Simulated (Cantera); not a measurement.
## Ca(OH)2 + C + O2 (calcination and drying)

Charge: 1 mol Ca(OH)2, 0.22 mol C, 0.18 mol O2, at 1.50 mbar.

Cantera equilibrium calculation (NASA polynomials, part measured and part estimated; ideal gas, pure solids and liquids). Candidate condensed phases: C, C6H6, C7H8, C8H18, Ca, CaCO3, CaO, Ca(OH)2, H2O; 115 gas species. Kinetics and transport are ignored.

```json
[
 {"T (°C)": "627", "x H2O": "0.760", "x CO2": "0.174", "x H2": "0.0596", "x CO": "0.00595", "x H": "7.37e-10", "x O2": "<1e-12", "x OH": "8.81e-12", "x O": "<1e-12", "n CaO(s)": "1.00"},
 {"T (°C)": "727", "x H2O": "0.763", "x CO2": "0.171", "x H2": "0.0567", "x CO": "0.00888", "x H": "1.40e-8", "x O2": "<1e-12", "x OH": "4.15e-10", "x O": "<1e-12", "n CaO(s)": "1.00"},
 {"T (°C)": "827", "x H2O": "0.766", "x CO2": "0.168", "x H2": "0.0536", "x CO": "0.0119", "x H": "1.55e-7", "x O2": "<1e-12", "x OH": "9.85e-9", "x O": "<1e-12", "n CaO(s)": "1.00"},
 {"T (°C)": "927", "x H2O": "0.769", "x CO2": "0.165", "x H2": "0.0506", "x CO": "0.0149", "x H": "1.15e-6", "x O2": "2.48e-11", "x OH": "1.39e-7", "x O": "3.22e-12", "n CaO(s)": "1.00"},
 {"T (°C)": "1027", "x H2O": "0.772", "x CO2": "0.163", "x H2": "0.0478", "x CO": "0.0178", "x H": "6.25e-6", "x O2": "1.31e-9", "x OH": "1.32e-6", "x O": "1.65e-10", "n CaO(s)": "1.00"},
 {"T (°C)": "1127", "x H2O": "0.774", "x CO2": "0.160", "x H2": "0.0453", "x CO": "0.0203", "x H": "2.67e-5", "x O2": "3.98e-8", "x OH": "9.08e-6", "x O": "4.88e-9", "n CaO(s)": "1.00"},
 {"T (°C)": "1227", "x H2O": "0.777", "x CO2": "0.158", "x H2": "0.0430", "x CO": "0.0226", "x H": "9.42e-5", "x O2": "7.79e-7", "x OH": "4.86e-5", "x O": "9.24e-8", "n CaO(s)": "1.000"},
 {"T (°C)": "1327", "x H2O": "0.778", "x CO2": "0.156", "x H2": "0.0409", "x CO": "0.0246", "x H": "0.000284", "x O2": "1.06e-5", "x OH": "0.000211", "x O": "1.22e-6", "n CaO(s)": "1.000"},
 {"T (°C)": "1427", "x H2O": "0.779", "x CO2": "0.154", "x H2": "0.0393", "x CO": "0.0265", "x H": "0.000754", "x O2": "0.000106", "x OH": "0.000773", "x O": "1.19e-5", "n CaO(s)": "1.000"},
 {"T (°C)": "1527", "x H2O": "0.776", "x CO2": "0.151", "x H2": "0.0386", "x CO": "0.0287", "x H": "0.00182", "x O2": "0.000782", "x OH": "0.00241", "x O": "8.79e-5", "n CaO(s)": "1.000"},
 {"T (°C)": "1627", "x H2O": "0.765", "x CO2": "0.146", "x H2": "0.0413", "x CO": "0.0330", "x H": "0.00416", "x O2": "0.00389", "x OH": "0.00634", "x O": "0.000480", "n CaO(s)": "1.000"},
 {"T (°C)": "1727", "x H2O": "0.737", "x CO2": "0.134", "x H2": "0.0502", "x CO": "0.0418", "x H": "0.00940", "x O2": "0.0120", "x OH": "0.0138", "x O": "0.00189", "n CaO(s)": "1.000"},
 {"T (°C)": "1827", "x H2O": "0.686", "x CO2": "0.116", "x H2": "0.0659", "x CO": "0.0549", "x H": "0.0207", "x O2": "0.0254", "x OH": "0.0256", "x O": "0.00572", "n CaO(s)": "1.000"},
 {"T (°C)": "1927", "x H2O": "0.608", "x CO2": "0.0925", "x H2": "0.0871", "x CO": "0.0699", "x H": "0.0429", "x O2": "0.0423", "x OH": "0.0418", "x O": "0.0144", "n CaO(s)": "0.999"}
]
```
x: gas mole fraction; n: condensed amount in mol.

From 627 °C to 1927 °C the condensed part is CaO(s).
